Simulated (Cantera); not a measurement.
Feed: 1 mol SiH2Cl2, 0.29 mol N2O, 70 mol H2, held at 0.133 bar.

Cantera equilibrium calculation (NASA polynomials, part measured and part estimated; ideal gas, pure solids and liquids). Candidate condensed phases: H2O, NH4Cl, Si, SiO2, Si2N2O, Si3N4; 47 gas species. Mutual solubility and eutectic melting of coexisting phases are not modelled. The tables' values for SiCl3 are old estimates; treat these amounts as uncertain. Kinetics and transport are ignored. All values below are at 1400 K.

Base state: H2 0.974, HCl 0.0239, SiCl2 0.00173, SiCl3 7.59e-5, SiHCl3 4.09e-5, SiH2Cl2 1.78e-5, SiCl4 1.42e-5, H 1.31e-5 (mole fractions); condensed: Si(s) + Si2N2O(s).

What changes in the equilibrium state with this change: H2 from 70 to 3.2 mol?


| species | before | after |
|---|---|---|
| H2 | 0.974 | 0.749 |
| HCl | 0.0239 | 0.167 |
| SiCl2 | 0.00173 | 0.0409 |
| SiCl4 | 1.42e-5 | 0.0213 |
| SiCl3 | 7.59e-5 | 0.0143 |
| SiHCl3 | 4.09e-5 | 0.00677 |
| SiH2Cl2 | 1.78e-5 | 0.000323 |
| H | 1.31e-5 | 1.15e-5 |
| Si(s), mol | 0.285 | 0 |
| Si2N2O(s), mol | 0.290 | 0.290 |
